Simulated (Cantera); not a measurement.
A closed system holds: 1 mol trisilylamine, 1.1 mol NH₃, held at 13.3 mbar.

Cantera equilibrium calculation (NASA polynomials, part measured and part estimated; ideal gas, pure solids and liquids). Candidate condensed phases: Si, Si₃N₄; 18 gas species. The feed counts by its element totals alone. Mutual solubility and eutectic melting of coexisting phases are not modelled. Gases not in the tables: Si₂H₆ and higher silanes. Equilibrium is a limit: real reactors are often held back by kinetics, nucleation or transport.

Task: Which condensed phases are stable at each of these points (T (K)): 1050, 1125, 1200, 1275, 1350, 1425, 1500, 1575, 1650, 1725, 1800, 1875?

Result: 
```
T (K)  condensed phases  Si condensed (%)
-----  ----------------  ----------------
1050   Si(s) + Si₃N₄(s)             100.0
1125   Si(s) + Si₃N₄(s)             100.0
1200   Si(s) + Si₃N₄(s)             100.0
1275   Si(s) + Si₃N₄(s)             100.0
1350   Si(s) + Si₃N₄(s)             100.0
1425   Si(s) + Si₃N₄(s)             100.0
1500   Si(s) + Si₃N₄(s)             100.0
1575   Si(s) + Si₃N₄(s)             100.0
1650   Si(s) + Si₃N₄(s)             100.0
1725              Si(l)             100.0
1800              Si(l)              99.9
1875              Si(l)              99.8
```

From 1050 K to 1650 K the condensed part is Si(s) + Si₃N₄(s). From 1725 K to 1875 K the condensed part is Si(l).
